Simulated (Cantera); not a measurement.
Source: NASA polynomial tables (part measured, part estimated), evaluated in Cantera. Values are per mole of reaction as written; species without (g) are pure solids or liquids, kept so even where they would boil at 1 bar.

Task: Between 2023 and 2423 K, where is each reaction favourable under standard conditions?
- 0.6667 Cr + O2(g) = 0.6667 CrO3(g)
- Zr + O2(g) = ZrO2(g)
- 2 B + O2(g) = B2O2(g)

Result: 
- 0.6667 Cr + O2(g) = 0.6667 CrO3(g): ΔG° is -98 kJ at 2023 K and -74 kJ at 2423 K; it stays negative (K > 1). ΔH° is -227 kJ and ΔS° -63 J/K at 2423 K.
- Zr + O2(g) = ZrO2(g): ΔG° is -327 kJ at 2023 K and -328 kJ at 2423 K; it stays negative (K > 1). ΔH° is -335 kJ and ΔS° -3 J/K at 2423 K.
- 2 B + O2(g) = B2O2(g): ΔG° is -502 kJ at 2023 K and -505 kJ at 2423 K; it stays negative (K > 1). ΔH° is -574 kJ and ΔS° -28 J/K at 2423 K.
